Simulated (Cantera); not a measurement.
# N2O furnace oxynitridation

An isothermal, constant-pressure homogeneous reactor starts with N₂O : N₂ = 1 : 0.44 (molar parts), at 1000 K and 15000 Pa.

Model: GRI-Mech 3.0 (53 species, 325 reactions), integrated in Cantera. GRI-Mech 3.0 was tuned for natural gas; its chemistry of N2O as a main component is partial and can be far from experiment. The mechanism lacks the step 2 NO + O2 → 2 NO2, which can matter for NO2 below about 1400 K. The temperature is held fixed by assumption; the heat of reaction is taken as removed at once.

```
t (s)     x N₂O   x N₂      x NO     x NO₂      x O₂      x O
--------  -----  -----  --------  --------  --------  -------
0.000200  0.694  0.306   2.63e-9    <1e-12   3.16e-8  3.31e-8
0.000632  0.694  0.306   1.34e-8    <1e-12   1.61e-7  4.14e-8
0.00200   0.694  0.306   4.95e-8    <1e-12   5.94e-7  4.17e-8
0.00632   0.694  0.306   1.64e-7    <1e-12   1.97e-6  4.17e-8
0.0200    0.694  0.306   5.25e-7  4.41e-12   6.30e-6  4.17e-8
0.0632    0.694  0.306   1.67e-6  4.45e-11   2.00e-5  4.17e-8
0.200     0.694  0.306   5.28e-6  4.37e-10   6.34e-5  4.17e-8
0.632     0.694  0.306   1.67e-5   4.17e-9  0.000200  4.17e-8
2.00      0.693  0.307   5.27e-5   3.62e-8  0.000633  4.17e-8
6.32      0.689  0.309  0.000166   2.47e-7   0.00200  4.16e-8
20.0      0.677  0.316  0.000518   1.13e-6   0.00624  4.16e-8
63.2      0.641  0.338   0.00158   3.86e-6    0.0190  4.13e-8
200       0.542  0.399   0.00447   1.14e-5    0.0542  4.05e-8
```
x: mole fraction; the columns are a selection and need not sum to one.

Equilibrium at this temperature and pressure: N₂O 1.04e-9, N₂ 0.742, NO 3.38e-5, NO₂ 7.78e-7, O₂ 0.258, O 2.07e-10 (gas phase only).
